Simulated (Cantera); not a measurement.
An isothermal, constant-pressure homogeneous reactor starts with 54.9 % NO, 45.1 % N2, at 1975 K and 8500 Pa.

Model: GRI-Mech 3.0 (53 species, 325 reactions), integrated in Cantera.

One state of this run: x NO = 0.183; x O = 0.000826; x O2 = 0.183; x N2 = 0.634; x N2O = 1.11e-5; x NO2 = 8.89e-5. x: mole fraction; the columns are a selection and need not sum to one.

### Question
Which value of t (s) does it belong to?
A. 1.10e-5
B. 20.0
C. 0.000122
D. 6.02

### Answer
D, 6.02
